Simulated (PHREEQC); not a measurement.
Dissolve 18 mmol/kgw NaOH and 1.7 mmol/kgw K2SiO3 at 20 °C. Closed to the air; pH follows from the charge balance.

Model: ion-association model, wateq4f.dat, run in PHREEQC.

This is a speciation only: nothing precipitates in the calculation.

Problem. Order these Si species by the share of Si that they hold, largest first: H2SiO4-2, H3SiO4-, H4SiO4.

Solution. H3SiO4- (85 %), H2SiO4-2 (15 %), H4SiO4 (0.24 %)

The pH is 12.39 and the ionic strength 0.0217 mol/kgw.
